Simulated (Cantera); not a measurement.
Charge: 1 mol Ta2O5, 3.1 mol C, 6 mol H2, equilibrated at 0.000370 bar.

These are equilibrium values from Cantera (NASA tables, ideal gas, pure condensed phases), not measurements of a reactor. Candidate condensed phases: C, C6H6, C7H8, C8H18, H2O, Ta, TaC, Ta2O5; 113 gas species. Condensed phases not in the tables: Ta2C, N, O or C dissolved in the metal. The numbers say what is thermodynamically allowed, not how fast it happens.

Question: At 2548 K, list the 7 most abundant gas species with their mole fractions, and the condensed phases.

Answer: H 0.566, CO 0.210, H2 0.124, TaO 0.0701, TaO2 0.0291, O 0.000342, H2O 0.000115. Condensed: Ta(s).
